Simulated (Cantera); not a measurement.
Feed: 1 mol Ti(OiPr)4, a varied amount of H2, equilibrated at 36.0 mbar.

Method: chemical equilibrium by Gibbs-energy minimisation in Cantera with the NASA 1993 tables (ideal gas, pure condensed phases). Candidate condensed phases: C, C6H6, C7H8, C8H18, H2O, Ti, TiC, TiO, TiO2, Ti2O3, Ti3O5, Ti4O7; 113 gas species. The feed counts by its element totals alone. Mutual solubility and eutectic melting of coexisting phases are not modelled. TiC: taken at fixed stoichiometry. Condensed phases not in the tables: Magnéli phases beyond Ti4O7. Equilibrium is a limit: real reactors are often held back by kinetics, nucleation or transport.

Task: What condenses at these points (T in °C, n(H2) in mol): (875, 31); (875, 52); (1625, 52); (950, 42); (1175, 120); (950, 31); (1100, 52)?

Result: 
```tsv
T (°C)	n(H2) in mol	condensed phases	Ti condensed (%)
875	31	C + Ti3O5 + Ti4O7	100.0
875	52	C + Ti3O5	100.0
1625	52	C + TiC	100.0
950	42	C + TiC + Ti3O5	100.0
1175	120	C + TiC	100.0
950	31	C + TiC + Ti3O5	100.0
1100	52	C + TiC	100.0
```
